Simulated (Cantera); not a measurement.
**Pb + H2 (iron carbonyl, mercury and lead vapours)**

Charge: 1 mol Pb, 1.8 mol H2, held at 1248 K.

Equilibrium computed with Cantera from the NASA thermochemical tables; the gas is ideal and each condensed phase is pure. Candidate condensed phases: Pb; 4 gas species. The numbers say what is thermodynamically allowed, not how fast it happens.

```csv
P (Pa),x H2,x Pb,x H,x Pb2,n Pb(l)
10,0.643,0.357,3.74e-5,5.85e-7,0
100,0.643,0.357,1.18e-5,5.85e-6,0
1000,0.870,0.130,4.36e-6,7.75e-6,0.731
10000,0.987,0.0130,1.47e-6,7.75e-7,0.976
100000,0.999,0.00130,4.67e-7,7.75e-8,0.998
1000000,1.000,0.000130,1.48e-7,7.75e-9,1.000
```
x: gas mole fraction; n: condensed amount in mol.

From 10.0 Pa to 1.00 mbar nothing is condensed. From 10.0 mbar to 10.0 bar the condensed part is Pb(l). The main Pb-bearing gas is Pb throughout.
